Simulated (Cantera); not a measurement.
Feed: 1 mol Si3N4, 1.8 mol HCl, 1.4 mol N2, 610 mol H2, equilibrated at 2100 K and 6.00 Pa.

Equilibrium computed with Cantera from the NASA thermochemical tables; the gas is ideal and each condensed phase is pure. Candidate condensed phases: NH4Cl, Si, Si3N4; 28 gas species. Kinetics and transport are ignored.

Base state: H2 0.662, H 0.327, N2 0.00460, Si 0.00404, HCl 0.00178, Cl 0.000649, SiH 1.38e-5 (mole fractions); condensed: gas only.

What changes in the equilibrium state with this change: HCl from 1.8 to 19 mol?


| species | before | after |
|---|---|---|
| H2 | 0.662 | 0.644 |
| H | 0.327 | 0.323 |
| HCl | 0.00178 | 0.0182 |
| Cl | 0.000649 | 0.00673 |
| Si | 0.00404 | 0.00391 |
| SiCl | 1.29e-6 | 1.29e-5 |
| SiH | 1.38e-5 | 1.32e-5 |
| N2 | 0.00460 | 0.00447 |
The tables' values for SiCl are old estimates; treat these amounts as uncertain.
